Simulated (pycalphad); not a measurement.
Source of the numbers: pycalphad with the COST 507 light-alloy database (1999); pressure 1 atm. The database dates from 1999; later assessments differ in places, in temperatures and in the compounds included. Kinetics are ignored, which matters at the lower temperatures.

**Si-84.96Cu (wt.%): equilibrium cooling sequence**

```csv
T (°C),phases above,phases below
829.4,liquid,CU19SI6_ETA + liquid
800.5,CU19SI6_ETA + liquid,CU19SI6_ETA + diamond (Si)
```

Changes were sought between steps of 50 K, so a narrower field can be missed.

Database names, with the compositions (at.%) that they take in these runs: CU19SI6_ETA: Cu 76 Si 24.
